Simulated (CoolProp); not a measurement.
Properties of R507A along the isobar 1340 kPa.

Computed with CoolProp (reference Helmholtz-energy equation of state, Lemmon 2003). It is a pseudo-pure fit of the blend.

```tsv
T (°C)	phase	Joule-Thomson coefficient (K/MPa)	expansivity (1/kK)	viscosity (µPa s)	Prandtl number
9.35	liquid	0.04846	3.813	162	3.18
52.85	gas	14.49	5.960	14.0	0.893
67.35	gas	12.23	5.057	14.5	0.861
81.85	gas	10.52	4.442	15.0	0.843
96.35	gas	9.170	3.990	15.6	0.831
110.85	gas	8.079	3.641	16.1	0.824
125.35	gas	7.180	3.362	16.6	0.820
139.85	gas	6.428	3.132	17.1	0.818
154.35	gas	5.792	2.939	17.6	0.816
168.85	gas	5.248	2.773	18.1	0.816
183.35	gas	4.778	2.629	18.6	0.815
197.85	gas	4.369	2.503	19.1	0.815
212.35	gas	4.010	2.390	19.6	0.815
226.85	gas	3.693	2.289	20.0	0.815
```

Viscosity comes from a separate model (Geller 2000). Thermal conductivity comes from a separate model (Geller 2001).
